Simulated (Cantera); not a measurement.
Feed: 1 mol Al, a varied amount of HCl, 550 mol N₂, held at 623.15 K and 1.00 bar.

Equilibrium computed with Cantera from the NASA thermochemical tables; the gas is ideal and each condensed phase is pure. Candidate condensed phases: Al, AlCl₃, AlN, NH₄Cl; 20 gas species. The numbers say what is thermodynamically allowed, not how fast it happens.

Question: At 5 mol HCl, list the 5 most abundant gas species with their mole fractions, and the condensed phases.

Answer: N₂ 0.992, HCl 0.00361, H₂ 0.00270, AlCl₃ 0.000900, Al₂Cl₆ 0.000452. Condensed: gas only.
